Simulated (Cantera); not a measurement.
Cantera run:

```python
import numpy as np
import cantera as ct

gas_names = """
    H H2 Si SiH SiH2 SiH3 SiH4 Si2 Si3
""".split()
cond_names = """
    Si(cr) Si(L)
""".split()


# ... load() reads the species with a 1 bar reference pressure and builds the phases ...
atoms = {
    'Si': {'Si': 1},
    'H2': {'H': 2},
}
top_T = {}  # K; cautious upper limits of use, not melting points


# ... equilibrate(T, P, feed) seeds the gas with the atoms and calls Mixture.equilibrate('TP', solver="vcs", rtol=1e-11, max_steps=5000) ...
results = []
feed = {'Si': 1, 'H2': 2.4}  # mol
T = 1325  # K
P = 10000  # Pa
mix = equilibrate(T, P, feed)
results.append((T, P, feed, dict(zip(mix.species_names, mix.species_moles))))
print(gas.report(threshold=1e-06))
for i in range(1, mix.n_phases):
    print(f"{mix.phase(i).name:16s} {mix.phase_moles(i):12.5e} mol")
```

It prints:

```
       temperature   1325 K
          pressure   10000 Pa
           density   0.00183 kg/m^3
  mean mol. weight   2.016 kg/kmol
   phase of matter   gas

                          1 kg             1 kmol
                     ---------------   ---------------
          enthalpy        1.5245e+07        3.0735e+07  J
   internal energy        9.7807e+06        1.9718e+07  J
           entropy             96265        1.9407e+05  J/K
    Gibbs function       -1.1231e+08       -2.2641e+08  J
 heat capacity c_p             15692             31635  J/K
 heat capacity c_v             11568             23321  J/K

                      mass frac. Y      mole frac. X     chem. pot. / RT
                     ---------------   ---------------   ---------------
                 H        2.5857e-06        5.1714e-06           -10.276
                H2           0.99999           0.99999           -20.552
     [   +7 minor]        3.0754e-06        2.0069e-07

Si(cr)            1.00000e+00 mol
```

Cantera equilibrium calculation (NASA polynomials, part measured and part estimated; ideal gas, pure solids and liquids).
